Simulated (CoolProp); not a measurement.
The numbers come from the reference Helmholtz-energy equation of state, Lemmon 2005 in CoolProp. It is a short technical equation, of lower accuracy than the large ones.

Q: Give the vapour pressure (MPa), liquid density (kg/m³), enthalpy of vaporisation (kJ/kg) of saturated 1-butene at -18.95, -12.75, -3.45 °C.

A: 
```json
[
 {"T (°C)": "-18.95", "p (MPa)": "0.0602", "liquid density (kg/m³)": "640", "enthalpy of vaporisation (kJ/kg)": "404"},
 {"T (°C)": "-12.75", "p (MPa)": "0.0783", "liquid density (kg/m³)": "633", "enthalpy of vaporisation (kJ/kg)": "398"},
 {"T (°C)": "-3.45", "p (MPa)": "0.113", "liquid density (kg/m³)": "622", "enthalpy of vaporisation (kJ/kg)": "390"}
]
```
